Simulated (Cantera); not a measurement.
**Moist CO burnout**

An isothermal, constant-pressure homogeneous reactor starts with 0.152 % CO, 3.99 % O2, 0.949 % H2O, 94.9 % N2, equivalence ratio 0.019, at 1448 K and 4.90 bar.

Computed with Cantera and GRI-Mech 3.0 (53 species, 325 reactions).

```csv
t (s),x CO,x O2,x H2O,x O,x HO2,x CO2,x OH
0.000200,0.00152,0.0399,0.00949,3.28e-7,1.41e-7,1.04e-6,8.89e-7
0.000385,0.00149,0.0398,0.00948,7.65e-6,1.94e-6,2.74e-5,1.93e-5
0.000741,0.00104,0.0396,0.00943,5.10e-5,4.19e-6,0.000474,9.30e-5
0.00143,0.000463,0.0393,0.00945,2.57e-5,2.30e-6,0.00106,7.00e-5
0.00275,0.000159,0.0392,0.00947,9.62e-6,9.19e-7,0.00136,4.53e-5
0.00529,4.46e-5,0.0391,0.00948,3.22e-6,2.97e-7,0.00148,2.74e-5
0.0102,1.04e-5,0.0391,0.00949,1.07e-6,8.81e-8,0.00151,1.62e-5
0.0196,1.92e-6,0.0391,0.00949,4.04e-7,3.17e-8,0.00152,1.01e-5
0.0378,2.23e-7,0.0391,0.00949,2.17e-7,1.93e-8,0.00152,7.42e-6
0.0728,1.44e-8,0.0391,0.00950,1.79e-7,1.73e-8,0.00152,6.74e-6
0.140,7.63e-9,0.0391,0.00950,1.75e-7,1.72e-8,0.00152,6.68e-6
0.270,7.62e-9,0.0391,0.00950,1.75e-7,1.72e-8,0.00152,6.68e-6
0.519,7.62e-9,0.0391,0.00950,1.75e-7,1.72e-8,0.00152,6.68e-6
1.00,7.62e-9,0.0391,0.00950,1.75e-7,1.72e-8,0.00152,6.68e-6
```
x: mole fraction; the columns are a selection and need not sum to one.

Equilibrium at this temperature and pressure: CO 7.64e-9, O2 0.0389, H2O 0.00950, O 1.75e-7, HO2 1.71e-8, CO2 0.00152, OH 6.67e-6 (gas phase only).
